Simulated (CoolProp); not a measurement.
Methanol along the isobar 643 kPa: fugacity coefficient from the reference equation and from simpler models built on Tc = 240.2 °C, pc = 8216 kPa, ω = 0.565; each cubic takes its own stable root.

Computed with CoolProp (reference Helmholtz-energy equation of state, de Reuck 1993).

| T (°C) | phase | reference | van der Waals | Redlich-Kwong | Soave-Redlich-Kwong |
|---|---|---|---|---|---|
| 15.75 | liquid | 0.01603 | 0.7126 | 0.1286 | 0.01293 |
| 37.45 | liquid | 0.04845 | 0.9260 | 0.2796 | 0.04352 |
| 59.15 | liquid | 0.1241 | 0.9363 | 0.5320 | 0.1199 |
| 80.85 | liquid | 0.2773 | 0.9448 | 0.9110 | 0.2812 |
| 102.55 | liquid | (withheld) | 0.9518 | 0.9366 | 0.5775 |
| 124.25 | gas | 0.9103 | 0.9576 | 0.9456 | 0.9342 |
| 145.85 | gas | 0.9350 | (withheld) | 0.9530 | 0.9448 |
| 167.55 | gas | 0.9501 | 0.9666 | 0.9591 | (withheld) |
| 189.25 | gas | 0.9607 | 0.9702 | 0.9643 | 0.9608 |
| 210.95 | gas | 0.9683 | 0.9733 | 0.9686 | 0.9668 |
| 232.65 | gas | 0.9740 | 0.9760 | 0.9723 | 0.9719 |
| 254.35 | gas | 0.9783 | 0.9783 | 0.9755 | 0.9762 |
| 276.05 | gas | 0.9814 | 0.9803 | 0.9782 | 0.9798 |

Task: What belongs in the gaps?

Result: 
- 102.55, reference: 0.5537
- 145.85, van der Waals: 0.9625
- 167.55, Soave-Redlich-Kwong: 0.9535

At some of these states van der Waals, Redlich-Kwong gives the other phase, because its saturation line lies elsewhere.
